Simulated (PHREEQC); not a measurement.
A made-up water analysis in mmol/kgw, 10 °C, pH 2.8, pe 9.6:

```json
[
 {"constituent": "Na", "mmol/kgw": "11.9"},
 {"constituent": "K", "mmol/kgw": "5.52"},
 {"constituent": "Ca", "mmol/kgw": "7.64"},
 {"constituent": "Mg", "mmol/kgw": "4.47"},
 {"constituent": "Cl", "mmol/kgw": "12"},
 {"constituent": "S(6)", "mmol/kgw": "16.3"},
 {"constituent": "Li", "mmol/kgw": "1.11"}
]
```

Valence states are taken as typed.

All values are PHREEQC results (ion-association model, phreeqc.dat), not measurements.

Each row changes one thing in this solution. This is a speciation only: nothing precipitates in the calculation.

```tsv
case	ionic strength (mol/kgw)	SO4-2 (mol/kgw)	Ca+2 (mol/kgw)	Mg+2 (mol/kgw)	CaSO4 (mol/kgw)	MgSO4 (mol/kgw)	SI of Gypsum (CaSO4:2H2O)	SI of Halite (NaCl)
as made	0.0575	0.0117	0.00551	0.00322	0.00211	0.00125	-0.28	-5.59
K from 5.52 to 11 mmol/kgw	0.0603	0.0117	0.00556	0.00325	0.00206	0.00122	-0.29	-5.59
all concentrations times 4 at the same typed pH	0.205	0.0409	0.0190	0.0110	0.0114	0.00693	+0.47	-4.49
```

Some of these states are supersaturated (in Gypsum, for instance). At this temperature some constants are extrapolated from 25 °C, and those without enthalpy data are left unchanged.
